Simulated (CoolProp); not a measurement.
Aqueous lithium chloride as a coolant, 23 % by mass, freezing at -58.3 °C, 1 atm.

Values from CoolProp's Melinder's fits for secondary coolants.

```
T (°C)  Prandtl number  conductivity (W/(m K))  density (kg/m³)  cp (kJ/(kg K))
------  --------------  ----------------------  ---------------  --------------
-38.5              130                   0.467             1146           2.788
-32.4             93.1                   0.476             1146           2.827
-26.4             68.8                   0.484             1145           2.866
-20.4             52.1                   0.492             1144           2.906
-14.3             40.3                   0.500             1143           2.946
-8.3              32.0                   0.508             1142           2.985
-2.2              25.9                   0.516             1140           3.026
3.8               21.4                   0.524             1139           3.066
9.8               18.1                   0.532             1137           3.106
15.9              15.5                   0.540             1136           3.146
21.9              13.5                   0.548             1134           3.185
28                11.9                   0.556             1132           3.225
34                10.6                   0.564             1129           3.264
```
